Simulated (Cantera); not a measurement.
## Equilibrium for iron carbonyl, mercury and lead vapours: Pb + CO + H₂

Feed: 1 mol Pb, 0.23 mol CO, 0.48 mol H₂, held at 11000 Pa.

Cantera equilibrium calculation (NASA polynomials, part measured and part estimated; ideal gas, pure solids and liquids). Candidate condensed phases: C, C₆H₆, C₇H₈, C₈H₁₈, H₂O, Pb, PbO, PbO₂, Pb₃O₄; 113 gas species. Kinetics and transport are ignored.

```
T (°C)  log p H₂  log p CO  log p H₂O  log p CH₄  log p CO₂  log p Pb  log p C₂H₆  n C(graphite)  n Pb(l)
------  --------  --------  ---------  ---------  ---------  --------  ----------  -------------  -------
452        -1.27     -2.56      -1.55      -1.84      -1.96     -8.47       -7.58          0.107     1.00
477        -1.23     -2.35      -1.62      -1.95      -1.96     -8.02       -7.68          0.109     1.00
502        -1.19     -2.16      -1.70      -2.08      -1.97     -7.60       -7.81          0.106     1.00
527        -1.17     -2.00      -1.80      -2.21      -2.00     -7.21       -7.95         0.0989     1.00
552        -1.15     -1.85      -1.91      -2.35      -2.06     -6.84       -8.10         0.0875    1.000
577        -1.14     -1.74      -2.03      -2.49      -2.14     -6.50       -8.26         0.0727    1.000
602        -1.14     -1.65      -2.17      -2.64      -2.26     -6.17       -8.43         0.0565    1.000
627        -1.14     -1.58      -2.33      -2.78      -2.41     -5.86       -8.59         0.0409    1.000
652        -1.13     -1.53      -2.49      -2.91      -2.58     -5.57       -8.75         0.0279    1.000
677        -1.13     -1.50      -2.66      -3.04      -2.78     -5.30       -8.91         0.0182    1.000
702        -1.13     -1.48      -2.83      -3.17      -2.98     -5.04       -9.05         0.0115    1.000
727        -1.13     -1.47      -3.00      -3.28      -3.18     -4.79       -9.19        0.00715    1.000
752        -1.13     -1.46      -3.17      -3.40      -3.39     -4.56       -9.32        0.00439    1.000
777        -1.13     -1.46      -3.33      -3.50      -3.58     -4.33       -9.45        0.00267    1.000
```
log p: log10 of the partial pressure in bar; n: condensed amount in mol.

From 452 °C to 777 °C the condensed part is C(graphite) + Pb(l). The main Pb-bearing gas is Pb throughout.
